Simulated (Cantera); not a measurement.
Thermodynamics of carbon deposition, reforming and gasification, feed acetone + H₂

Input: 1 mol acetone, 3.5 mol H₂, at 10.0 bar.

Equilibrium computed with Cantera from the NASA thermochemical tables; the gas is ideal and each condensed phase is pure. Candidate condensed phases: C, C₆H₆, C₇H₈, C₈H₁₈, H₂O; 110 gas species. The feed counts by its element totals alone. Kinetics and transport are ignored.

```csv
T (K),x H₂,x CH₄,x H₂O,x CO,x C₂H₂ (acetylene),x H,x CO₂,x C₄H₂,n C(graphite)
550,0.0131,0.731,0.248,7.98e-6,<1e-12,<1e-12,0.00868,<1e-12,0.209
750,0.140,0.628,0.215,0.00168,<1e-12,<1e-12,0.0158,<1e-12,0.395
950,0.460,0.355,0.136,0.0316,1.26e-10,1.19e-10,0.0167,<1e-12,0.992
1150,0.726,0.123,0.0371,0.109,2.81e-8,2.01e-8,0.00468,<1e-12,1.47
1350,0.822,0.0390,0.00623,0.132,1.02e-6,6.83e-7,0.000509,<1e-12,1.77
1550,0.850,0.0147,0.00138,0.134,1.36e-5,9.18e-6,7.77e-5,8.42e-11,1.90
1750,0.859,0.00674,0.000423,0.134,9.87e-5,6.82e-5,1.82e-5,4.46e-9,1.95
1950,0.862,0.00361,0.000166,0.134,0.000471,0.000336,5.84e-6,1.03e-7,1.97
2150,0.861,0.00218,7.75e-5,0.133,0.00167,0.00124,2.35e-6,1.31e-6,1.96
2350,0.857,0.00143,4.13e-5,0.133,0.00473,0.00365,1.11e-6,1.07e-5,1.92
2550,0.845,0.000991,2.42e-5,0.133,0.0112,0.00907,6.00e-7,6.19e-5,1.82
2750,0.824,0.000708,1.51e-5,0.132,0.0232,0.0196,3.54e-7,0.000271,1.63
2950,0.786,0.000509,9.85e-6,0.131,0.0422,0.0379,2.25e-7,0.000945,1.31
```
x: gas mole fraction; n: condensed amount in mol.

From 550 K to 2950 K the condensed part is C(graphite). The main C-bearing gas is CH₄ at 550 K and CO at 2950 K. The share of C in condensed phases is highest at 1950 K (65.5 %) and lowest at 550 K (7.0 %).
